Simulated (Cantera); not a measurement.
A closed system holds: 1 mol Si₂H₆, 21 mol CO₂, 0.12 mol H₂, 0.059 mol O₃, at 577 °C and 750 Torr.

Method: chemical equilibrium by Gibbs-energy minimisation in Cantera with the NASA 1993 tables (ideal gas, pure condensed phases). Candidate condensed phases: C, C₆H₆, C₇H₈, C₈H₁₈, H₂O, Si, SiC, SiO₂; 123 gas species. The feed counts by its element totals alone. The numbers say what is thermodynamically allowed, not how fast it happens.

Base state: CO₂ 0.690, CO 0.179, H₂O 0.0721, H₂ 0.0571, CH₄ 0.00203 (mole fractions); condensed: C(graphite) + SiO₂(β-quartz).

Task: What changes in the equilibrium state with this change: H₂ from 0.12 to 12 mol?

Result: 
```json
[
 {"species": "CO₂", "before": "0.690", "after": "0.421"},
 {"species": "H₂", "before": "0.0571", "after": "0.208"},
 {"species": "H₂O", "before": "0.0721", "after": "0.205"},
 {"species": "CH₄", "before": "0.00203", "after": "0.0268"},
 {"species": "CO", "before": "0.179", "after": "0.140"},
 {"species": "C(graphite), mol", "before": "0.613", "after": "2.09"},
 {"species": "SiO₂(β-quartz), mol", "before": "2.00", "after": "2.00"}
]
```

Task: What changes in the equilibrium state with this change: temperature from 577 °C to 650 °C?

Result: 
```json
[
 {"species": "CO₂", "before": "0.690", "after": "0.639"},
 {"species": "CO", "before": "0.179", "after": "0.232"},
 {"species": "H₂O", "before": "0.0721", "after": "0.0740"},
 {"species": "H₂", "before": "0.0571", "after": "0.0550"},
 {"species": "CH₄", "before": "0.00203", "after": "0.000187"},
 {"species": "C(graphite), mol", "before": "0.613", "after": "0"},
 {"species": "SiO₂(β-quartz), mol", "before": "2.00", "after": "2.00"}
]
```
